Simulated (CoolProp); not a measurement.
Vapour pressure (bar) of c-C4F8 (RC318): the reference equation beside estimates from Tc = 115.2 °C, pc = 27.78 bar, ω = 0.355. Clausius-Clapeyron is anchored at 13.95 °C with a constant enthalpy of vaporisation of 21.80 kJ/mol.

Computed with CoolProp (reference Helmholtz-energy equation of state, Platzer 1990). This equation is an older, rougher fit; its heat capacities, sound speeds and derivatives of the liquid may be far off and weren't checked against measurements.

| T (°C) | reference | Clausius-Clapeyron | Redlich-Kwong | Soave-Redlich-Kwong | Peng-Robinson |
|---|---|---|---|---|---|
| -11.45 | 0.8032 | 0.8904 | 1.746 | 0.8025 | 0.8062 |
| -5.15 | 1.048 | 1.127 | 2.150 | 1.048 | 1.049 |
| 1.25 | 1.354 | 1.416 | 2.626 | 1.353 | 1.350 |
| 7.65 | 1.724 | 1.760 | 3.173 | 1.725 | 1.716 |
| 13.95 | 2.161 | 2.161 | 3.786 | 2.163 | 2.148 |
| 20.35 | 2.686 | 2.637 | 4.491 | 2.692 | 2.667 |
| 26.75 | 3.304 | 3.191 | 5.283 | 3.315 | 3.280 |
| 33.05 | 4.011 | 3.820 | 6.152 | 4.030 | 3.982 |
| 39.45 | 4.841 | 4.552 | 7.133 | 4.871 | 4.809 |
| 45.85 | 5.793 | 5.386 | 8.216 | 5.837 | 5.760 |
| 52.15 | 6.861 | 6.315 | 9.387 | 6.923 | 6.830 |
| 58.55 | 8.090 | 7.378 | 10.69 | 8.174 | 8.065 |
| 64.95 | 9.477 | 8.569 | 12.10 | 9.587 | 9.461 |
| 71.25 | 11.01 | 9.875 | 13.62 | 11.15 | 11.01 |

Absolute difference from the reference over all 14 rows, mean and median: Clausius-Clapeyron 6.1 and 6.5 %, Redlich-Kwong 61.8 and 56.6 %, Soave-Redlich-Kwong 0.5 and 0.4 %, Peng-Robinson 0.4 and 0.5 %.
